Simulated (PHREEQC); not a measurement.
Consider water at 25 °C with 5.8 mmol/kgw BaBr2. Closed to the air; pH follows from the charge balance.

Equilibrium calculation in PHREEQC: ion-association model, wateq4f.dat.

| quantity | before | after |
|---|---|---|
| pH | 6.99 | 7.25 |
| BaOH+ (mol/kgw) | 1.32e-9 | 2.42e-9 |

Problem. Name the change that produced these shifts.
(A) BaBr2 from 0.0058 to 0.058 mol/kgw
(B) 0.00016 mol/kgw MgBr2 added
(C) BaBr2 from 0.0058 to 0.00522 mol/kgw
(D) temperature from 25 to 10 °C
(E) 0.00023 mol/kgw NH4HCO3 added

Solution. D, temperature from 25 to 10 °C

Precipitation was switched off in this run. Away from 25 °C the constants follow the database's enthalpies or fits; those with neither stay at their 25 °C values.
